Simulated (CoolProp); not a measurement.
Fluorine along the isobar 20000 kPa: fugacity coefficient from the reference equation and from simpler models built on Tc = 144.4 K, pc = 5240 kPa, ω = 0.045; each cubic takes its own stable root.

The numbers come from the reference Helmholtz-energy equation of state, de Reuck 1990 in CoolProp.

| T (K) | phase | reference |
|---|---|---|
| 117.7 | liquid | 0.1042 |
| 128 | liquid | 0.1621 |
| 138.2 | liquid | 0.2305 |
| 148.5 | supercritical | 0.3073 |
| 158.8 | supercritical | 0.3876 |
| 169.1 | supercritical | 0.4672 |
| 179.4 | supercritical | 0.5421 |
| 189.7 | supercritical | 0.6098 |
| 199.9 | supercritical | 0.6686 |
| 210.2 | supercritical | 0.7198 |
| 220.5 | supercritical | 0.7637 |
| 230.8 | supercritical | 0.8013 |
| 241.1 | supercritical | 0.8334 |
| 251.3 | supercritical | 0.8606 |
| 261.6 | supercritical | 0.8842 |

**Question.** How far does each simpler model (Redlich-Kwong, Soave-Redlich-Kwong) lie from the reference over these 15 states: mean and median of the absolute difference, and the worst?

**Answer.** 
- Redlich-Kwong: mean 1.9 %, median 1.9 %, worst +3.8 % at 128 K and 20000 kPa
- Soave-Redlich-Kwong: mean 2.4 %, median 2.3 %, worst +3.0 % at 138.2 K and 20000 kPa
